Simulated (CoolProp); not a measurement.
Values from CoolProp's reference Helmholtz-energy equation of state, Lemmon 2000. It is a pseudo-pure fit of the blend.

Problem. For dry air, give the phase and the viscosity (µPa s), Prandtl number at 225.4 K and 1.01 bar.

Solution. 
- 225.4 K and 1.01 bar: gas; viscosity 14.7, Prandtl number 0.720

Viscosity comes from a separate model (Lemmon 2004). Thermal conductivity comes from a separate model (Lemmon 2004).
